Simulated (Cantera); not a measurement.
Input (Python, Cantera):

```python
import numpy as np
import cantera as ct

gas = ct.Solution("gri30.yaml")
gas.TPX = 1175, 100000, {'CH2O': 0.0027, 'O2': 0.0044, 'N2': 1}
reactor = ct.IdealGasConstPressureReactor(gas, energy="off", clone=False)
net = ct.ReactorNet([reactor])
net.rtol, net.atol = 1e-08, 1e-18
show = ['CH2O', 'O2', 'N2O', 'CO', 'C2H2']
times = np.geomspace(3e-06, 40, 14)

steps = ct.SolutionArray(gas, extra=["t"])
rows = []
print(f"{'t/s':>10s}{'T/K':>9s}{'P/Pa':>11s}" + "".join(f"{s:>11s}" for s in show))
for t in times:
    while net.time < t:
        t_next = net.step()
        steps.append(gas.state, t=t_next)
    rows.append([np.interp(t, steps.t, y) for y in (steps.T, steps.P, *steps(*show).X.T)])
    print(f"{t:10.3e}{rows[-1][0]:9.1f}{rows[-1][1]:11.4g}" + "".join(f"{x:11.3e}" for x in rows[-1][2:]))
rate = np.gradient(steps.T, steps.t)
print("integrator steps:", len(steps.t))
if steps.T.max() > steps.T[0] + 200:
    print(f"time of steepest temperature rise: {steps.t[rate.argmax()]:.4e} s")
gas.TPX = 1175, 100000, {'CH2O': 0.0027, 'O2': 0.0044, 'N2': 1}
gas.equilibrate("TP")
print(f"equilibrium (TP): T = {gas.T:.1f} K  " + "  ".join(f"{s} {gas[s].X[0]:.3e}" for s in show))
```

It prints:

```
       t/s      T/K       P/Pa       CH2O         O2        N2O         CO       C2H2
 3.000e-06   1175.0      1e+05  2.681e-03  4.369e-03  2.070e-17  1.244e-09  8.453e-29
 1.060e-05   1175.0      1e+05  2.681e-03  4.369e-03  3.218e-16  7.588e-09  1.256e-27
 3.743e-05   1175.0      1e+05  2.681e-03  4.369e-03  4.684e-15  4.434e-08  1.141e-26
 1.322e-04   1175.0      1e+05  2.681e-03  4.369e-03  6.110e-14  2.216e-07  6.744e-26
 4.671e-04   1175.0      1e+05  2.680e-03  4.368e-03  8.554e-13  1.459e-06  6.333e-25
 1.650e-03   1175.0      1e+05  2.649e-03  4.358e-03  2.351e-11  3.164e-05  4.001e-22
 5.828e-03   1175.0      1e+05  4.174e-04  3.862e-03  1.220e-09  2.234e-03  1.738e-16
 2.059e-02   1175.0      1e+05  9.695e-13  2.086e-03  2.124e-07  7.962e-04  1.177e-19
 7.273e-02   1175.0      1e+05  1.196e-14  1.760e-03  3.199e-07  1.477e-04 -2.595e-26
 2.569e-01   1175.0      1e+05  3.078e-17  1.695e-03  3.792e-07  1.544e-05 -2.034e-28
 9.075e-01   1175.0      1e+05  9.139e-20  1.688e-03  3.662e-07  1.045e-06  2.009e-27
 3.206e+00   1175.0      1e+05 -1.779e-19  1.688e-03  2.513e-07  4.444e-08  4.413e-27
 1.132e+01   1175.0      1e+05  6.488e-20  1.688e-03  6.291e-08  2.868e-09  2.919e-27
 4.000e+01   1175.0      1e+05  1.634e-20  1.688e-03  2.153e-09  7.878e-10  1.813e-26
integrator steps: 2330
equilibrium (TP): T = 1175.0 K  CH2O 1.534e-25  O2 1.680e-03  N2O 1.298e-09  CO 6.298e-10  C2H2 4.901e-52
```

Detailed kinetics in Cantera: GRI-Mech 3.0 (53 species, 325 reactions).
